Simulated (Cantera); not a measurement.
Standard-state values (1 bar) from the NASA 1993 polynomials, evaluated with Cantera. Values are per mole of reaction as written; species without (g) are pure solids or liquids, kept so even where they would boil at 1 bar.

2 F₂(g) + Cu₂O + N(g) → 2 CuF₂ + NO(g), with ΔH° = -1288.5 kJ and ΔS° = -285.5 J/K at 300 K.

**Question.** How far is the shortcut ΔG° ≈ ΔH°(300 K) − T·ΔS°(300 K) from the full temperature-dependent value at 775, 850, 925, 1000, 1075, 1150, 1225 K?

**Answer.** 
```csv
T (K),shortcut (kJ),full (kJ),difference (kJ),difference in log10 K,condensed phases
775,-1067.2,-1072.9,5.7,-0.39,"Cu₂O(s), CuF₂(s)"
850,-1045.8,-1053.4,7.6,-0.47,"Cu₂O(s), CuF₂(s)"
925,-1024.4,-1034.2,9.8,-0.55,"Cu₂O(s), CuF₂(s)"
1000,-1003.0,-1015.1,12.2,-0.64,"Cu₂O(s), CuF₂(s)"
1075,-981.5,-996.3,14.8,-0.72,"Cu₂O(s), CuF₂(s)"
1150,-960.1,-981.8,21.7,-0.98,"Cu₂O(s), CuF₂(l)"
1225,-938.7,-970.9,32.2,-1.37,"Cu₂O(s), CuF₂(l)"
```
The shortcut ignores heat capacities and the phase changes listed.
